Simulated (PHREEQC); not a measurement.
Synthetic water in mg/kgw, 5 °C, pH 3.67, pe 8.5:

```tsv
constituent	mg/kgw
Na	16.5
K	6.75e-05
Ca	143
Mg	7.3
Cl	18.9
S(6) as SO4	413
Al	3.5
Cu(2)	0.334
Fe(3)	0.878
Zn	0.37
```

Na is adjusted to close the charge balance.
Valence states are taken as typed.

All values are PHREEQC results (ion-association model, phreeqc.dat), not measurements.

Each row changes one thing in this solution. No solid was allowed to form.

```json
[
 {"case": "as made", "ionic strength (mol/kgw)": "0.0143", "SO4-2 (mol/kgw)": "0.00348", "Ca+2 (mol/kgw)": "0.00294", "CaSO4 (mol/kgw)": "0.000623", "Mg+2 (mol/kgw)": "0.000252", "AlSO4+ (mol/kgw)": "8.73e-5", "SI of Gypsum (CaSO4:2H2O)": "-0.78", "SI of Gibbsite (Al(OH)3)": "-3.13"},
 {"case": "K from 6.75e-05 to 3.38e-05 mg/kgw", "ionic strength (mol/kgw)": "0.0143", "SO4-2 (mol/kgw)": "0.00348", "Ca+2 (mol/kgw)": "0.00294", "CaSO4 (mol/kgw)": "0.000623", "Mg+2 (mol/kgw)": "0.000252", "AlSO4+ (mol/kgw)": "8.73e-5", "SI of Gypsum (CaSO4:2H2O)": "-0.78", "SI of Gibbsite (Al(OH)3)": "-3.13"},
 {"case": "Cu(2) from 0.334 to 1 mg/kgw", "ionic strength (mol/kgw)": "0.0143", "SO4-2 (mol/kgw)": "0.00348", "Ca+2 (mol/kgw)": "0.00294", "CaSO4 (mol/kgw)": "0.000623", "Mg+2 (mol/kgw)": "0.000252", "AlSO4+ (mol/kgw)": "8.73e-5", "SI of Gypsum (CaSO4:2H2O)": "-0.78", "SI of Gibbsite (Al(OH)3)": "-3.13"},
 {"case": "all concentrations times 3 at the same typed pH", "ionic strength (mol/kgw)": "0.0384", "SO4-2 (mol/kgw)": "0.00930", "Ca+2 (mol/kgw)": "0.00784", "CaSO4 (mol/kgw)": "(withheld)", "Mg+2 (mol/kgw)": "0.000677", "AlSO4+ (mol/kgw)": "(withheld)", "SI of Gypsum (CaSO4:2H2O)": "-0.12", "SI of Gibbsite (Al(OH)3)": "(withheld)"}
]
```

Q: Fill in the missing entries.

A: 
- all concentrations times 3 at the same typed pH, CaSO4 (mol/kgw): 0.00286
- all concentrations times 3 at the same typed pH, AlSO4+ (mol/kgw): 0.000277
- all concentrations times 3 at the same typed pH, SI of Gibbsite (Al(OH)3): -2.99

Some of these states are supersaturated (in Hematite (slow to form), Goethite (slow to form), for instance). Away from 25 °C the constants follow the database's enthalpies or fits; those with neither stay at their 25 °C values.
